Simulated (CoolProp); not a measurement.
Properties of tetradecamethylhexasiloxane (MD4M) at several states.

The numbers come from the reference Helmholtz-energy equation of state, Thol 2019 in CoolProp.

```tsv
T (K)	p (MPa)	phase	cp (kJ/(kg K))	cv (kJ/(kg K))	speed of sound (m/s)	expansivity (1/kK)	fugacity coefficient
391.5	0.387	liquid	1.919	1.668	688.8	?	0.002338
284.5	0.0191	liquid	1.674	?	997.1	1.076	?
559.8	3.62	liquid	?	2.004	?	?	0.07131
```

Task: Complete the blanks.

Result: 
- 391.5, expansivity (1/kK): 1.246
- 284.5, cv (kJ/(kg K)): 1.400
- 284.5, fugacity coefficient: 7.818e-6
- 559.8, cp (kJ/(kg K)): 2.213
- 559.8, speed of sound (m/s): 375.9
- 559.8, expansivity (1/kK): 1.709
